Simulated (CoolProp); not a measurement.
Vapour-liquid equilibrium of R22 (1) + R152A (2) at 198.9 K; x and y are mole fractions of (1).

The numbers come from the multi-fluid Helmholtz-energy mixture model, Kamei 1995 and Outcalt 1996; pair parameters Bell 2016 in CoolProp.

```tsv
x	bubble pressure (bar)	y at the bubble point	dew pressure at overall composition x (bar)	liquid density (mol/L)
0.05	0.05972	0.108	0.05771	16.84
0.2	0.07126	0.372	0.06326	16.92
0.35	0.08406	0.573	0.07010	17.00
0.5	0.09842	0.727	0.07882	17.09
0.65	0.1144	0.843	0.09054	17.18
0.8	0.1315	0.927	0.1077	17.27
0.95	0.1491	0.985	0.1376	17.35
```

No azeotrope shows between x = 0.05 and 0.95.

Pair parameters are fitted to limited data, so mixtures are less certain than the pure fluids.
